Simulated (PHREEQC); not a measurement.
A solution holds 0.004 mol/kgw TMAH and 0.025 mol/kgw H3BO3, at 50 °C. Closed to the air; pH follows from the charge balance.

The numbers come from PHREEQC with the ion-association model, phreeqc.dat.

Precipitation was switched off in this run.

### Question
What pH, ionic strength does the model give?

### Answer
pH 8.30; ionic strength 0.00400 mol/kgw.

### Question
In which forms is B present?

### Answer
H3BO3 84 %, H2BO3- 16 % of the B.

(CH3)4N+ isn't in the database: it is added as a free cation with an ion size of 4 Å. At this temperature some constants are extrapolated from 25 °C, and those without enthalpy data are left unchanged.
